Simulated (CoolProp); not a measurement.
Computed with CoolProp (reference Helmholtz-energy equation of state, Smukala 2000).

For ethylene, give the phase and the cv (kJ/(kg K)) at 63.15 °C and 7.89 bar; 86.25 °C and 7.89 bar; 132.35 °C and 7.89 bar.


- 63.15 °C and 7.89 bar: gas; cv 1.38
- 86.25 °C and 7.89 bar: gas; cv 1.46
- 132.35 °C and 7.89 bar: gas; cv 1.62
